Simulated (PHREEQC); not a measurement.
Make-up at 55 °C: 0.1 mol H2SO4 and 0.011 mol CO2 per kg of water. Closed to the air; pH follows from the charge balance.

Computed with PHREEQC (ion-association model, phreeqc.dat).

```json
{
  "pH": "1.05",
  "ionic_strength": "0.123 mol/kgw",
  "specific_conductance": "64400 µS/cm",
  "density": "0.992 g/cm³",
  "total_alkalinity": "-200 meq/kg"
}
```

```
species  molality  activity   log γ
-------  --------  --------  ------
H+          0.111    0.0900  -0.092
HSO4-      0.0887    0.0672  -0.120
SO4-2      0.0113   0.00372  -0.483
CO2        0.0110    0.0113   0.012
(CO2)2    5.25e-6   5.40e-6   0.012
HCO3-     8.45e-8   6.47e-8  -0.116
```

No solid was allowed to form. At this temperature some constants are extrapolated from 25 °C, and those without enthalpy data are left unchanged.
